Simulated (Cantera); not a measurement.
Input: 1 mol CS₂, 9.3 mol H₂, equilibrated at 648 K and 1.60 bar.

These are equilibrium values from Cantera (NASA tables, ideal gas, pure condensed phases), not measurements of a reactor. Candidate condensed phases: C, C₆H₆, C₇H₈, C₈H₁₈, S; 83 gas species. Rates play no part.

Base state: H₂ 0.639, H₂S 0.241, CH₄ 0.120 (mole fractions); condensed: gas only.

Task: What changes in the equilibrium state with this change: pressure from 1.60 bar to 0.000170 bar?

Result: 
```tsv
species	before	after
H₂	0.639	0.782
H₂S	0.241	0.216
CH₄	0.120	0.00283
C(graphite), mol	0	0.974
```

Task: What changes in the equilibrium state with this change: temperature from 648 K to 3523 K?

Result: 
```json
[
 {"species": "H₂", "before": "0.639", "after": "0.505"},
 {"species": "H", "before": "<1e-9", "after": "0.349"},
 {"species": "CS", "before": "<1e-9", "after": "0.0721"},
 {"species": "H₂S", "before": "0.241", "after": "0.00220"},
 {"species": "S", "before": "<1e-9", "after": "0.0450"},
 {"species": "SH", "before": "<1e-9", "after": "0.0207"},
 {"species": "CH₄", "before": "0.120", "after": "1.42e-6"},
 {"species": "S₂", "before": "<1e-9", "after": "0.00373"},
 {"species": "CS₂", "before": "<1e-9", "after": "0.000780"},
 {"species": "C₂H₂ (acetylene)", "before": "<1e-9", "after": "0.000556"},
 {"species": "C", "before": "<1e-9", "after": "0.000152"},
 {"species": "C₂H", "before": "<1e-9", "after": "0.000124"}
]
```
